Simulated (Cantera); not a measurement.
What does this Cantera script print?

```python
import numpy as np
import cantera as ct

gas_names = """
    NH3 N2 H2O2
""".split()
cond_names = """
    ZrO2(a) ZrO2(b) ZrO2(L) ZrN(s) ZrN(L)
""".split()


# ... load() reads the species with a 1 bar reference pressure and builds the phases ...
species = {s.name: s for s in load("nasa_gas.yaml", gas_names) + load("nasa_condensed.yaml", cond_names)}
# Each term lists the table entries of one substance; the one whose range holds T is used.
reactions = {
    '4 NH3(g) + 6 ZrO2 + N2(g) = 6 ZrN + 6 H2O2(g)':
        [(-4, ['NH3']), (-6, ['ZrO2(a)', 'ZrO2(b)', 'ZrO2(L)']), (-1, ['N2']), (6, ['ZrN(s)', 'ZrN(L)']), (6, ['H2O2'])],
}


def pick(names, T):
    return next(species[n] for n in names if species[n].thermo.min_temp <= T <= species[n].thermo.max_temp)


results = []
for label, terms in reactions.items():
    print(label)
    print("     T/K   dH/kJ  dS/(J/K)   dG/kJ   log10 K")
    for T in [300, 873, 923, 973, 1023, 1073, 1123, 1173, 1223]:
        used = [(nu, pick(names, T)) for nu, names in terms]
        dH = sum(nu * s.thermo.h(T) for nu, s in used) / 1e6
        dS = sum(nu * s.thermo.s(T) for nu, s in used) / 1e3
        dG = dH - T * dS / 1e3
        logK = -dG * 1e6 / (ct.gas_constant * T * np.log(10))
        results.append((label, T, dH, dS, dG, logK, [s.name for _, s in used]))
        print(f"{T:8g} {dH:8.1f} {dS:8.1f} {dG:8.1f} {logK:8.2f}")
```

It prints:

```
4 NH3(g) + 6 ZrO2 + N2(g) = 6 ZrN + 6 H2O2(g)
     T/K   dH/kJ  dS/(J/K)   dG/kJ   log10 K
     300   3759.2    375.6   3646.5  -634.90
     873   3748.1    355.2   3438.1  -205.71
     923   3747.0    353.9   3420.3  -193.56
     973   3745.9    352.7   3402.7  -182.67
    1023   3744.8    351.7   3385.1  -172.84
    1073   3743.7    350.7   3367.5  -163.93
    1123   3742.7    349.7   3350.0  -155.82
    1173   3741.5    348.7   3332.5  -148.40
    1223   3740.4    347.8   3315.1  -141.59
```

Cantera with NASA thermochemical tables; ideal gases at 1 bar, condensed phases pure. ZrN: taken at fixed stoichiometry. Condensed species are held in their standard states even where they would react or evaporate.
